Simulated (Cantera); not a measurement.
Predominance diagram of Ba at 1525 K against the partial pressures of O₂ and F₂ (log10, bar). Source: NASA polynomial tables (part measured, part estimated), evaluated in Cantera. Candidates: Ba(l), BaF₂(s), BaO(s). Only these pure phases compete in this equilibrium. Not in the tables: the peroxide, oxide halides.

```
log p(F₂) \ log p(O₂)
        columns: -27, -25.5, -24, -22.5, -21, -19.5, -18, -16.5, -15, -13.5, -12, -10.5, -9, -7.5, -6, -4.5, -3, -1.5, 0
      0  A A A A A A A A A A A A A A A A A A A
   -2.3  A A A A A A A A A A A A A A A A A A A
   -4.6  A A A A A A A A A A A A A A A A A A A
   -6.9  A A A A A A A A A A A A A A A A A A A
   -9.2  A A A A A A A A A A A A A A A A A A A
  -11.5  A A A A A A A A A A A A A A A A A A A
  -13.8  A A A A A A A A A A A A A A A A A A A
  -16.1  A A A A A A A A A A A A A A A A A A A
  -18.4  A A A A A A A A A A A A A A A A A A A
  -20.7  A A A A A A A A A A A A A A A A B B B
    -23  A A A A A A A A A A A A A B B B B B B
```

A: BaF₂(s); B: BaO(s).
